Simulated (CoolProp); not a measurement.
Ethanol along the isotherm 620 K: fugacity coefficient from the reference equation and from simpler models built on Tc = 514.7 K, pc = 6.268 MPa, ω = 0.644; each cubic takes its own stable root.

Model: reference Helmholtz-energy equation of state, Schroeder 2014, in CoolProp.

```json
[
 {"p (MPa)": "0.723", "phase": "gas", "reference": "0.9860"},
 {"p (MPa)": "1.45", "phase": "gas", "reference": "0.9721"},
 {"p (MPa)": "2.17", "phase": "gas", "reference": "0.9584"},
 {"p (MPa)": "2.89", "phase": "gas", "reference": "0.9447"},
 {"p (MPa)": "3.62", "phase": "gas", "reference": "0.9309"},
 {"p (MPa)": "4.34", "phase": "gas", "reference": "0.9174"},
 {"p (MPa)": "5.06", "phase": "gas", "reference": "0.9039"},
 {"p (MPa)": "5.79", "phase": "gas", "reference": "0.8902"},
 {"p (MPa)": "6.51", "phase": "supercritical", "reference": "0.8767"},
 {"p (MPa)": "7.23", "phase": "supercritical", "reference": "0.8632"},
 {"p (MPa)": "7.96", "phase": "supercritical", "reference": "0.8495"},
 {"p (MPa)": "8.68", "phase": "supercritical", "reference": "0.8360"},
 {"p (MPa)": "9.4", "phase": "supercritical", "reference": "0.8225"}
]
```

Q: How far does each simpler model (van der Waals, Redlich-Kwong, Peng-Robinson) lie from the reference over these 13 states: mean and median of the absolute difference, and the worst?

A: 
- van der Waals: mean 5.9 %, median 5.7 %, worst -11.4 % at 620 K and 9.4 MPa
- Redlich-Kwong: mean 6.0 %, median 6.1 %, worst -10.9 % at 620 K and 9.4 MPa
- Peng-Robinson: mean 3.7 %, median 4.0 %, worst -6.0 % at 620 K and 9.4 MPa
